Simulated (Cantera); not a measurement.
A closed system holds: 1 mol SiF4, 4 mol NH3, 13 mol N2, at 420 Pa.

These are equilibrium values from Cantera (NASA tables, ideal gas, pure condensed phases), not measurements of a reactor. Candidate condensed phases: Si, Si3N4; 37 gas species. The tables' values for SiF3, SiF2 are old estimates; treat these amounts as uncertain. Rates play no part.

Task: At 1027 °C, list the 4 most abundant gas species with their mole fractions, and the condensed phases.

Result: N2 0.681, H2 0.271, SiF4 0.0431, HF 0.00301. Condensed: Si3N4(s).
